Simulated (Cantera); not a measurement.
## Adiabatic ignition

An adiabatic, constant-pressure homogeneous reactor starts with 8.78 % CO, 9.66 % H₂, 0.623 % CH₄, 8.08 % O₂, 72.9 % N₂, equivalence ratio 1.3, at 1525 K and 21000 Pa.

Model: GRI-Mech 3.0 (53 species, 325 reactions), integrated in Cantera.

| t (s) | T (K) | x CO | x H₂ | x CH₄ | x NO | x N₂O | x HCO | x C₂H₂ |
|---|---|---|---|---|---|---|---|---|
| 2.00e-6 | 1525 | 0.0878 | 0.0966 | 0.00623 | <1e-12 | <1e-12 | 1.13e-12 | <1e-12 |
| 7.02e-6 | 1525 | 0.0878 | 0.0966 | 0.00623 | <1e-12 | <1e-12 | 3.31e-12 | <1e-12 |
| 2.47e-5 | 1525 | 0.0878 | 0.0966 | 0.00623 | <1e-12 | <1e-12 | 1.87e-11 | <1e-12 |
| 8.66e-5 | 1526 | 0.0877 | 0.0956 | 0.00604 | 2.80e-11 | 7.46e-11 | 1.16e-7 | 2.08e-10 |
| 0.000304 | 1747 | 0.0584 | 0.0214 | <1e-12 | 8.45e-6 | 1.32e-8 | 7.98e-8 | <1e-12 |
| 0.00107 | 1930 | 0.0570 | 0.0222 | <1e-12 | 4.36e-5 | 1.38e-8 | 5.69e-8 | <1e-12 |
| 0.00375 | 2181 | 0.0559 | 0.0201 | <1e-12 | 0.000158 | 1.85e-8 | 2.97e-8 | <1e-12 |
| 0.0132 | 2396 | 0.0510 | 0.0162 | <1e-12 | 0.000760 | 4.49e-8 | 1.21e-8 | <1e-12 |
| 0.0462 | 2456 | 0.0489 | 0.0150 | <1e-12 | 0.00218 | 6.98e-8 | 8.68e-9 | <1e-12 |
| 0.162 | 2454 | 0.0491 | 0.0151 | <1e-12 | 0.00295 | 7.45e-8 | 8.65e-9 | <1e-12 |
| 0.570 | 2454 | 0.0491 | 0.0151 | <1e-12 | 0.00297 | 7.46e-8 | 8.65e-9 | <1e-12 |
| 2.00 | 2454 | 0.0491 | 0.0151 | <1e-12 | 0.00297 | 7.46e-8 | 8.65e-9 | <1e-12 |
x: mole fraction; the columns are a selection and need not sum to one.

```yaml
time_of_steepest_temperature_rise: 0.128 ms
temperature at 2.00 s: 2454 K
equilibrium_temperature: 2454 K
x(CO) at 2.00 s: 0.0491 (gas-phase equilibrium 0.0491)
x(H₂) at 2.00 s: 0.0151 (gas-phase equilibrium 0.0151)
x(CH₄) at 2.00 s: <1e-12 (gas-phase equilibrium <1e-12)
```
